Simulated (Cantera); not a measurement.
An isothermal, constant-pressure homogeneous reactor starts with CH4 : H2O : H2 = 1 : 1.6 : 0.054 (molar parts), at 1900 K and 500000 Pa. Integrator tolerance rtol = 1e-08.

Computed with Cantera and GRI-Mech 3.0 (53 species, 325 reactions).

Task: What does this change do: temperature 1900 to 1525 K?

Result: 
```tsv
quantity	before	after
x(CH4) at 100 s	1.09e-6 (gas-phase equilibrium 1.24e-6)	0.0225 (gas-phase equilibrium 4.18e-5)
x(H2O) at 100 s	0.120 (gas-phase equilibrium 0.120)	0.142 (gas-phase equilibrium 0.116)
x(H2) at 100 s	0.665 (gas-phase equilibrium 0.665)	0.633 (gas-phase equilibrium 0.669)
x(C2H4) at 100 s	8.62e-12 (gas-phase equilibrium 1.03e-11)	0.000131 (gas-phase equilibrium 4.08e-10)
x(C2H6) at 100 s	<1e-12 (gas-phase equilibrium <1e-12)	2.97e-6 (gas-phase equilibrium 9.77e-12)
x(CH2) at 100 s	5.08e-12 (gas-phase equilibrium 5.77e-12)	7.04e-11 (gas-phase equilibrium <1e-12)
```
